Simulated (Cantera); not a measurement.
A Cantera script and its output.

```python
import numpy as np
import cantera as ct

gas = ct.Solution("gri30.yaml")
gas.TPX = 300, 32000, {'CH4': 1, 'C2H6': 0.87, 'C3H8': 0.16, 'O2': 4.5, 'N2': 21.6}
flame = ct.FreeFlame(gas, width=0.089)
flame.set_refine_criteria(ratio=3, slope=0.08, curve=0.16)
flame.transport_model = "mixture-averaged"
flame.solve(loglevel=0, auto=True)
z, T = flame.grid, flame.T
thick = (T[-1] - T[0]) / np.gradient(T, z).max()
show = ['CH4', 'C2H6', 'C3H8', 'CO', 'N2O', 'CH2CO']
print(f"laminar burning velocity  {flame.velocity[0] * 100:.3f} cm/s")
print(f"burnt temperature         {T[-1]:.1f} K")
print(f"thermal thickness         {thick * 1e3:.4f} mm")
print(f"grid points               {len(z)}")
z0 = z[flame.heat_release_rate.argmax()]
print(f"{'z/mm':>9s}{'T/K':>9s}{'u/(m/s)':>9s}" + "".join(f"{s:>11s}" for s in show))
rows = []
for k in (-3, -2, -1.5, -1, -0.5, -0.25, 0, 0.25, 0.5, 1, 2, 4, 8):
    zz = z0 + k * thick
    rows.append([k * thick, np.interp(zz, z, T), np.interp(zz, z, flame.velocity),
                 *(np.interp(zz, z, flame.X[gas.species_index(s)]) for s in show)])
    print(f"{rows[-1][0] * 1e3:9.3f}{rows[-1][1]:9.1f}{rows[-1][2]:9.3f}" + "".join(f"{x:11.3e}" for x in rows[-1][3:]))
```

Output:

```
laminar burning velocity  24.756 cm/s
burnt temperature         1850.6 K
thermal thickness         1.6950 mm
grid points               155
     z/mm      T/K  u/(m/s)        CH4       C2H6       C3H8         CO        N2O      CH2CO
   -5.085    300.3    0.248  3.547e-02  3.087e-02  5.678e-03  6.275e-06  1.192e-13  2.622e-09
   -3.390    303.5    0.252  3.527e-02  3.076e-02  5.660e-03  7.984e-05  2.467e-12  6.533e-08
   -2.542    318.0    0.265  3.482e-02  3.056e-02  5.632e-03  4.485e-04  1.941e-11  6.205e-07
   -1.695    428.7    0.362  3.245e-02  2.924e-02  5.486e-03  3.867e-03  2.973e-10  1.352e-05
   -0.847    899.0    0.780  2.308e-02  1.938e-02  3.809e-03  2.330e-02  2.848e-09  1.852e-04
   -0.424   1273.8    1.125  1.470e-02  8.165e-03  1.351e-03  4.324e-02  5.958e-09  4.532e-04
    0.000   1598.5    1.430  4.950e-03  5.198e-04  2.794e-05  6.263e-02  9.070e-09  3.325e-04
    0.424   1736.7    1.555  5.934e-04  2.553e-06  8.380e-09  6.593e-02  8.938e-09  3.289e-05
    0.847   1770.3    1.581  4.448e-05  9.977e-09  4.351e-13  6.147e-02  6.767e-09  1.743e-06
    1.695   1786.2    1.589  3.911e-07  1.295e-12  4.632e-19  5.591e-02  4.268e-09  3.199e-08
    3.390   1799.2    1.598  6.908e-10  2.499e-17  4.879e-25  5.375e-02  3.170e-09  1.226e-10
    6.780   1814.4    1.610  7.412e-13  1.833e-20  5.513e-31  5.380e-02  2.489e-09  1.344e-13
   13.560   1830.9    1.623  2.539e-14  4.713e-24  5.848e-36  5.420e-02  1.852e-09  8.983e-17
```

Computed with Cantera and GRI-Mech 3.0 (53 species, 325 reactions). Burning velocities carry a grid error of a few per cent, more on coarse grids.
